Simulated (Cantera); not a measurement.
Charge: 1 mol c-C₄F₈, 0.45 mol F₂, 0.49 mol H₂, equilibrated at 1923 K and 0.133 bar.

Equilibrium computed with Cantera from the NASA thermochemical tables; the gas is ideal and each condensed phase is pure. Candidate condensed phases: C, C₆H₆, C₇H₈, C₈H₁₈; 95 gas species. The feed counts by its element totals alone. Gases not in the tables: C₂F₆ and larger saturated fluorocarbons. Equilibrium is a limit: real reactors are often held back by kinetics, nucleation or transport.

Problem. What is the equilibrium state?

Solution. 
```
Item                Value
--------------  ---------
x(CF₄)              0.655
x(HF)               0.328
x(CF₂)             0.0127
x(F)              0.00215
x(CF₃)            0.00203
x(CHF₃)           9.26e-6
x(CF)             6.70e-6
x(C₂F₄)           2.01e-6
n(C(graphite))   2.00 mol
gas amount      2.985 mol
```
